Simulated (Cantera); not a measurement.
A diamond (100) surface in a fixed gas of H2 with x(CH4) = 0.0059, x(H) = 0.00038, x(CH3) = 0.00014, 0.197 atm; coverages are run to steady state.

Computed with Cantera and the Harris–Goodwin 1993 mechanism for the reconstructed diamond (100) surface.

θ: site fractions in the mechanism's names (c6HH fully hydrogenated, c6H* and c6*H radical sites, c6** diradical, c6HM methylated).

```
T (K)  growth (µm/h)  θ c6HH   θ c6H*  θ c6*H   θ c6**    θ c6HM
-----  -------------  ------  -------  ------  -------  --------
925                …   0.507  0.00910   0.234  0.00341     0.194
1000            9.75   0.499   0.0146   0.299  0.00605     0.132
1075            9.17   0.501   0.0219   0.368  0.00948    0.0668
1150               …   0.501   0.0299   0.423   0.0128    0.0197
1225               …   0.493   0.0366   0.447   0.0149   0.00423
1300               …   0.491   0.0420   0.448   0.0158  0.000879
1375               …   0.500   0.0460   0.437   0.0157  0.000191
```

Task: Some entries are withheld; supply them.

Result: 
- 925, growth (µm/h): 7.07
- 1150, growth (µm/h): 5.07
- 1225, growth (µm/h): 2.53
- 1300, growth (µm/h): 1.70
- 1375, growth (µm/h): 1.16
